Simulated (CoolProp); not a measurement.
1000 sccm (0 °C, 1 atm) of nitrogen bubbles through liquid dodecamethylpentasiloxane (MD3M) at 357.7 K and leaves saturated at a total pressure of 0.0083 MPa (ideal gas phase). Each further row changes one setting.

The numbers come from the reference Helmholtz-energy equation of state, Thol 2019 in CoolProp.

```
case                       vapour pressure (kPa)  mole fraction of vapour  delivery (mg/min)  delivery (sccm)  change of delivery for a bath 1 K warmer (%)
-------------------------  ---------------------  -----------------------  -----------------  ---------------  --------------------------------------------
as stated                                  0.506                   0.0609               1110             64.9                                           6.3
bath temperature 362.7 K                   0.670                   0.0807               1510             87.7                                           6.2
total pressure 0.0166 MPa                  0.506                   0.0305                539             31.4                                           6.1
```
